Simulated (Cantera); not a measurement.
Standard-state values (1 bar) from the NASA 1993 polynomials, evaluated with Cantera. Values are per mole of reaction as written; species without (g) are pure solids or liquids, kept so even where they would boil at 1 bar.

SiH₄(g) ⇌ Si + 4 H(g)

```
T (K)  ΔH° (kJ)  ΔS° (J/K)  ΔG° (kJ)  log10 K
-----  --------  ---------  --------  -------
2398      936.0      369.6      49.7    -1.08
2448        [?]        [?]       [?]      [?]
2498      936.7      369.9      12.8    -0.27
2548        [?]        [?]       [?]      [?]
2598      937.4      370.2     -24.3     0.49
2648      937.8      370.3     -42.8     0.84
2698      938.1      370.4     -61.3     1.19
2748      938.4      370.5     -79.8     1.52
2798      938.7      370.7     -98.3     1.84
2848      939.1      370.8    -116.9     2.14
2898      939.4      370.9    -135.4     2.44
```

Task: Complete the blanks.

Result: 
- 2448, ΔH° (kJ): 936.4
- 2448, ΔS° (J/K): 369.7
- 2448, ΔG° (kJ): 31.2
- 2448, log10 K: -0.67
- 2548, ΔH° (kJ): 937.1
- 2548, ΔS° (J/K): 370.0
- 2548, ΔG° (kJ): -5.7
- 2548, log10 K: 0.12
